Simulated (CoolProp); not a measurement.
1000 sccm (0 °C, 1 atm) of nitrogen bubbles through liquid p-xylene at 309 K and leaves saturated at a total pressure of 0.0386 MPa (ideal gas phase). Each further row changes one setting.

Computed with CoolProp (reference Helmholtz-energy equation of state, Zhou 2012).

| case | vapour pressure (kPa) | mole fraction of vapour | delivery (mg/min) | delivery (sccm) | change of delivery for a bath 1 K warmer (%) |
|---|---|---|---|---|---|
| as stated | 2.14 | 0.0555 | 278 | [?] | 5.7 |
| bath temperature 314 K | [?] | [?] | [?] | [?] | 5.6 |
| total pressure 0.0772 MPa | 2.14 | [?] | [?] | [?] | 5.6 |

Q: Fill in the missing entries.

A: 
- as stated, delivery (sccm): 58.7
- bath temperature 314 K, vapour pressure (kPa): 2.77
- bath temperature 314 K, mole fraction of vapour: 0.0718
- bath temperature 314 K, delivery (mg/min): 367
- bath temperature 314 K, delivery (sccm): 77.4
- total pressure 0.0772 MPa, mole fraction of vapour: 0.0277
- total pressure 0.0772 MPa, delivery (mg/min): 135
- total pressure 0.0772 MPa, delivery (sccm): 28.5
